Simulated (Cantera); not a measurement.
Charge: 1 mol PbO, 0.53 mol O2, 0.11 mol N2, equilibrated at 0.990 bar.

Method: chemical equilibrium by Gibbs-energy minimisation in Cantera with the NASA 1993 tables (ideal gas, pure condensed phases). Candidate condensed phases: Pb, PbO, PbO2, Pb3O4; 12 gas species. Gases not in the tables: (PbO)n polymers. Equilibrium is a limit: real reactors are often held back by kinetics, nucleation or transport.

Task: Which condensed phases are stable at each of these points (T (K)): 475, 575, 675, 775, 875, 975, 1075, 1175, 1275, 1375?

Result: 
| T (K) | condensed phases | Pb condensed (%) |
|---|---|---|
| 475 | PbO2(s) | 100.0 |
| 575 | Pb3O4(s) | 100.0 |
| 675 | Pb3O4(s) | 100.0 |
| 775 | PbO(yellow) | 100.0 |
| 875 | PbO(yellow) | 100.0 |
| 975 | PbO(yellow) | 100.0 |
| 1075 | PbO(yellow) | 100.0 |
| 1175 | PbO(l) | 100.0 |
| 1275 | PbO(l) | 100.0 |
| 1375 | PbO(l) | 99.9 |

At 475 K the condensed part is PbO2(s). From 575 K to 675 K the condensed part is Pb3O4(s). From 775 K to 1075 K the condensed part is PbO(yellow). From 1175 K to 1375 K the condensed part is PbO(l).
